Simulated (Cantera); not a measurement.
An adiabatic, constant-pressure homogeneous reactor starts with CH4 : O2 : N2 = 1 : 1.43 : 5.37 (molar parts), equivalence ratio 1.4, at 1198 K and 5.00 bar.

Computed with Cantera and GRI-Mech 3.0 (53 species, 325 reactions).

**Question.** Predict: time of steepest temperature rise; temperature at 0.700 s; equilibrium temperature; x(O2) at 0.700 s; x(HCO) at 0.700 s; x(CH2O) at 0.700 s; x(N2O) at 0.700 s; x(H) at 0.700 s.

**Answer.** time of steepest temperature rise: 12.3 ms
temperature at 0.700 s: 2641 K
equilibrium temperature: 2641 K
x(O2) at 0.700 s: 0.000258 (gas-phase equilibrium 0.000258)
x(HCO) at 0.700 s: 2.26e-7 (gas-phase equilibrium 2.26e-7)
x(CH2O) at 0.700 s: 9.06e-9 (gas-phase equilibrium 9.06e-9)
x(N2O) at 0.700 s: 1.03e-7 (gas-phase equilibrium 1.03e-7)
x(H) at 0.700 s: 0.00483 (gas-phase equilibrium 0.00483)
